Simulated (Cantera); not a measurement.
Feed: 1 mol HgO, 0.31 mol O₂, 0.21 mol H₂, held at 1102 °C and 2030 Torr.

Cantera equilibrium calculation (NASA polynomials, part measured and part estimated; ideal gas, pure solids and liquids). Candidate condensed phases: H₂O, Hg, HgO; 10 gas species. Rates play no part.

Base state: Hg 0.522, O₂ 0.368, H₂O 0.110, OH 2.24e-5 (mole fractions); condensed: gas only.

**Question.** What changes in the equilibrium state with this change: HgO replaced by Pb?

**Answer.** 
```
species       before     after
-----------  -------  --------
H₂O            0.110     0.996
Pb                 0   0.00243
H₂           3.36e-8  0.000662
Hg             0.522         0
O₂             0.368   7.85e-8
PbO                0  0.000569
OH           2.24e-5   1.45e-6
Pb(l), mol         0     0.589
PbO(l), mol        0     0.410
```
Each liquid is taken as pure. Mutual solubility and eutectic melting of coexisting phases are not modelled. Gases not in the tables: (PbO)n polymers. Further candidate phases: Pb, PbO, PbO₂, Pb₃O₄.

**Question.** What changes in the equilibrium state with this change: HgO replaced by PbO?

**Answer.** 
```
species       before     after
-----------  -------  --------
H₂O            0.110     0.506
O₂             0.368     0.494
PbO                0  0.000569
Hg             0.522         0
OH           2.24e-5   5.19e-5
PbO(l), mol        0     1.000
```
Gases not in the tables: (PbO)n polymers. Further candidate phases: Pb, PbO, PbO₂, Pb₃O₄.
